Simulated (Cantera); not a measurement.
An isothermal, constant-pressure homogeneous reactor starts with 23.1 % H2, 69.9 % O2, 6.99 % N2, equivalence ratio 0.17, at 1023 K and 610 Pa.

Model: GRI-Mech 3.0 (53 species, 325 reactions), integrated in Cantera. Radical loss at walls, strong at low pressure, is not modelled. The temperature is held fixed by assumption; the heat of reaction is taken as removed at once.

x: mole fraction; the columns are a selection and need not sum to one.

```
t (s)        x H2   x O2     x H2O    x H2O2      x OH       x H
--------  -------  -----  --------  --------  --------  --------
4.00e-6     0.231  0.699    <1e-12    <1e-12    <1e-12  5.27e-12
2.05e-5     0.231  0.699    <1e-12    <1e-12    <1e-12  2.65e-11
0.000105    0.231  0.699  1.10e-11    <1e-12  1.19e-11  1.32e-10
0.000538    0.231  0.699  7.91e-10    <1e-12  1.77e-10   1.10e-9
0.00276     0.231  0.699   1.08e-6  9.37e-12   1.34e-7   7.56e-7
0.0141     0.0103  0.601     0.184   1.06e-7   0.00504    0.0806
0.0725    0.00201  0.652     0.253   2.29e-7   0.00219   0.00522
0.371         ___  0.660     0.261       ___       ___       ___
1.90          ___  0.660     0.261       ___       ___       ___
9.76      2.04e-7  0.660     0.261   7.58e-9   2.30e-5   6.47e-9
50.0      3.04e-8  0.660     0.261   1.77e-9   9.02e-6  3.89e-10
```

Question: What belongs in the gaps?

Answer: 
- 0.371, x H2: 4.25e-5
- 0.371, x H2O2: 1.31e-7
- 0.371, x OH: 0.000302
- 0.371, x H: 1.48e-5
- 1.90, x H2: 1.95e-6
- 1.90, x H2O2: 3.11e-8
- 1.90, x OH: 6.86e-5
- 1.90, x H: 1.71e-7
